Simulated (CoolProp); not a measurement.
R124 along the isotherm 470 K: fugacity coefficient from the reference equation and from simpler models built on Tc = 395.4 K, pc = 3.624 MPa, ω = 0.288; each cubic takes its own stable root.

The numbers come from the reference Helmholtz-energy equation of state, de Vries 1995 in CoolProp.

| p (MPa) | phase | reference |
|---|---|---|
| 0.0287 | gas | 0.9985 |
| 0.0432 | gas | 0.9977 |
| 0.0652 | gas | 0.9966 |
| 0.0984 | gas | 0.9949 |
| 0.148 | gas | 0.9923 |
| 0.224 | gas | 0.9883 |
| 0.338 | gas | 0.9824 |
| 0.51 | gas | 0.9736 |
| 0.769 | gas | 0.9604 |
| 1.16 | gas | 0.9406 |
| 1.75 | gas | 0.9114 |
| 2.64 | gas | 0.8685 |
| 3.98 | supercritical | 0.8065 |
| 6.01 | supercritical | 0.7192 |
| 9.06 | supercritical | 0.6101 |

### Question
How far does each simpler model (van der Waals, Peng-Robinson) lie from the reference over these 15 states: mean and median of the absolute difference, and the worst?

### Answer
- van der Waals: mean 0.9 %, median 0.1 %, worst -6.3 % at 470 K and 9.06 MPa
- Peng-Robinson: mean 0.7 %, median 0.3 %, worst -2.5 % at 470 K and 6.01 MPa
